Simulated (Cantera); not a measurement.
Input: 1 mol SO₂, 1.5 mol H₂O, at 2700 °C and 133 Pa.

Equilibrium computed with Cantera from the NASA thermochemical tables; the gas is ideal and each condensed phase is pure. Candidate condensed phases: H₂O, H₂SO₄, S; 19 gas species. Rates play no part.

Question: What is the equilibrium state?

Answer: 
| Quantity | Value |
|---|---|
| x(O) | 0.404 |
| x(H) | 0.401 |
| x(S) | 0.0984 |
| x(SO) | 0.0435 |
| x(O₂) | 0.0204 |
| x(OH) | 0.0166 |
| x(H₂) | 0.0101 |
| x(SO₂) | 0.00406 |
| x(H₂O) | 0.00129 |
| gas amount | 6.805 mol |
| log10 activity of S(l) (absent) | -5.12 |
